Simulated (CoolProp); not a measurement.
A single-stage vapour-compression cycle with the fluid: evaporating at 231.15 K (dew point), condensing at 295.15 K (bubble point), superheat 2 K, subcooling 5 K, compressor efficiency 0.7, no pressure losses. The same conditions are run with several fluids, on thermodynamics alone (safety and materials aside).

Computed with CoolProp (reference Helmholtz-energy equation of state of each fluid (nitrous oxide: Lemmon 2006; CH2F2 (R32): Tillner-Roth 1997; R407C: Lemmon 2003; n-butane: Bücker 2006; C3F8 (R218): Lemmon 2006; hydrogen chloride: Thol 2018)). Blends and air are pseudo-pure fits.

```json
[
 {"fluid": "nitrous oxide", "cooling COP": "1.60", "pressure ratio": "6.05", "discharge temperature (K)": "388.2", "refrigerating effect (kJ/kg)": "193", "volumetric capacity (kJ/m³)": "4340"},
 {"fluid": "CH2F2 (R32)", "cooling COP": "1.91", "pressure ratio": "9.62", "discharge temperature (K)": "406.2", "refrigerating effect (kJ/kg)": "272", "volumetric capacity (kJ/m³)": "1250"},
 {"fluid": "R407C", "cooling COP": "1.72", "pressure ratio": "…", "discharge temperature (K)": "360.2", "refrigerating effect (kJ/kg)": "…", "volumetric capacity (kJ/m³)": "…"},
 {"fluid": "n-butane", "cooling COP": "2.04", "pressure ratio": "14.7", "discharge temperature (K)": "325.2", "refrigerating effect (kJ/kg)": "289", "volumetric capacity (kJ/m³)": "132"},
 {"fluid": "C3F8 (R218)", "cooling COP": "1.48", "pressure ratio": "10.1", "discharge temperature (K)": "295.1", "refrigerating effect (kJ/kg)": "47.1", "volumetric capacity (kJ/m³)": "380"},
 {"fluid": "hydrogen chloride", "cooling COP": "1.73", "pressure ratio": "6.21", "discharge temperature (K)": "442.6", "refrigerating effect (kJ/kg)": "279", "volumetric capacity (kJ/m³)": "4170"}
]
```

Question: Fill in the missing entries.

Answer: 
- R407C, pressure ratio: 14.2
- R407C, refrigerating effect (kJ/kg): 163
- R407C, volumetric capacity (kJ/m³): 581

The compression ends wet for: C3F8 (R218).
